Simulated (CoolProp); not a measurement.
Properties of n-perfluorohexane along the isotherm 240.9 K (Tc = 448.0 K, pc = 1742 kPa, ω = 0.497).

Computed with CoolProp (reference Helmholtz-energy equation of state, Gao 2022).

| p (kPa) | phase | density (kg/m³) | speed of sound (m/s) | Joule-Thomson coefficient (K/MPa) | expansivity (1/kK) |
|---|---|---|---|---|---|
| 96.8 | liquid | 1837 | 666.5 | -0.3631 | 1.501 |
| 194 | liquid | 1837 | 667.0 | -0.3633 | 1.500 |
| 290 | liquid | 1837 | 667.4 | -0.3634 | 1.498 |
| 387 | liquid | 1837 | 667.8 | -0.3636 | 1.497 |
| 484 | liquid | 1838 | 668.2 | -0.3637 | 1.496 |
| 581 | liquid | 1838 | 668.6 | -0.3639 | 1.495 |
| 677 | liquid | 1838 | 669.1 | -0.3640 | 1.493 |
| 774 | liquid | 1839 | 669.5 | -0.3641 | 1.492 |
| 871 | liquid | 1839 | 669.9 | -0.3643 | 1.491 |
